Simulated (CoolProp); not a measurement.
Ethanol along the isotherm 553.8 K: density (kg/m³) from the reference equation and from simpler models built on Tc = 514.7 K, pc = 62.68 bar, ω = 0.644; each cubic takes its own stable root.

Values from CoolProp's reference Helmholtz-energy equation of state, Schroeder 2014.

```csv
p (bar),phase,reference,ideal gas,van der Waals,Redlich-Kwong,Soave-Redlich-Kwong,Peng-Robinson
1.98,gas,1.994,1.981,1.997,1.998,1.997,1.999
4.51,gas,4.582,4.512,4.596,4.605,4.596,4.608
10.3,gas,10.68,10.31,10.76,10.81,10.76,10.82
23.4,gas,25.54,23.41,26.03,26.29,25.96,26.33
53.2,gas,67.83,53.23,72.55,73.68,70.10,72.57
121,supercritical,341.5,121.1,274.9,303.5,256.4,276.4
275,supercritical,517.9,275.1,347.9,426.3,405.6,447.2
627,supercritical,611.2,627.3,401.2,517.2,506.4,560.8
```
